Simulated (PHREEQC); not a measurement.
A solution holds 0.019 mol HF and 0.0042 mol NH4HF2 per kg of water, at 25 °C. Closed to the air; pH follows from the charge balance.

All values are PHREEQC results (ion-association model, wateq4f.dat), not measurements.

Each row changes one thing in this solution. Precipitation was switched off in this run.

```tsv
case	pH	ionic strength (mol/kgw)	HF (mol/kgw)	F- (mol/kgw)	H2F2 (mol/kgw)	HF2- (mol/kgw)
as made	2.66	0.00658	0.0186	0.00614	0.000901	0.000438
NH4HF2 replaced by KHF2 at the same molality	2.66	0.00658	0.0186	0.00614	0.000901	0.000438
HF left out	3.27	0.00477	0.00350	0.00471	(withheld)	6.33e-5
NH4HF2 replaced by NH4HCO3 at the same molality	2.81	0.00588	0.0121	0.00562	0.000382	0.000261
diluted 2-fold with water	2.76	0.00394	0.00919	0.00380	0.000220	(withheld)
```

What belongs in the gaps?


- HF left out, H2F2 (mol/kgw): 3.20e-5
- diluted 2-fold with water, HF2- (mol/kgw): 0.000134
